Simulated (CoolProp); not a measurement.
A Linde-Hampson liquefier for dry air: isothermal reversible compression at 300 K from 1 atm to 15 MPa, throttling to 1 atm, return gas leaving the recuperator 2 K below the feed. Each further row changes one setting.

Values from CoolProp's reference Helmholtz-energy equation of state, Lemmon 2000. It is a pseudo-pure fit of the blend.

```json
[
 {"case": "as stated", "liquid yield per pass": "0.062", "compression work (kJ/kg of gas)": "429"},
 {"case": "high pressure 30 MPa", "liquid yield per pass": "0.095", "compression work (kJ/kg of gas)": "491"},
 {"case": "warm-end temperature 330 K", "liquid yield per pass": "0.045", "compression work (kJ/kg of gas)": "474"},
 {"case": "warm-end gap 7 K", "liquid yield per pass": "0.050", "compression work (kJ/kg of gas)": "429"}
]
```
